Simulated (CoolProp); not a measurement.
Vapour-liquid equilibrium of ethanol (1) + n-octane (2) at 0.991 MPa; x and y are mole fractions of (1).

Values from CoolProp's multi-fluid Helmholtz-energy mixture model, Schroeder 2014 and Beckmüller 2019; pair parameters Bell 2016.

Task: Give the bubble temperature and the first vapour's composition at x = 0.2, 0.35, 0.8. Is there an azeotrope?

Result: x = 0.2: 448.7 K, y = 0.650; x = 0.35: 438.0 K, y = 0.739; x = 0.8: 426.4 K, y = 0.883. No azeotrope shows between x = 0.05 and 0.95.

The pair parameters rest on a limited set of measurements; away from them the model extrapolates. With so large a gap from Raoult's law the liquid may split in two, which this calculation doesn't test in full.
